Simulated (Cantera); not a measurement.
Charge: 1 mol Al(CH₃)₃, 7.1 mol N₂, at 1973.15 K and 0.563 Torr.

Method: chemical equilibrium by Gibbs-energy minimisation in Cantera with the NASA 1993 tables (ideal gas, pure condensed phases). Candidate condensed phases: Al, AlN, C, C₆H₆, C₇H₈, C₈H₁₈; 97 gas species. The feed counts by its element totals alone. Rates play no part.

Base state: N₂ 0.553, H₂ 0.334, Al 0.0779, H 0.0285, HCN 0.00569, AlH 0.000366, HNC 0.000308, C₂H₂ (acetylene) 0.000214 (mole fractions); condensed: C(graphite).

What changes in the equilibrium state with this change: pressure from 0.563 Torr to 0.263 Torr?


```
species             before     after
----------------  --------  --------
N₂                   0.553     0.549
H₂                   0.334     0.326
Al                  0.0779    0.0775
H                   0.0285    0.0412
AlH               0.000366  0.000246
CN                 1.07e-5   1.57e-5
C₂H₂ (acetylene)  0.000214  0.000209
HNC               0.000308  0.000303
C(graphite), mol      2.92      2.92
```
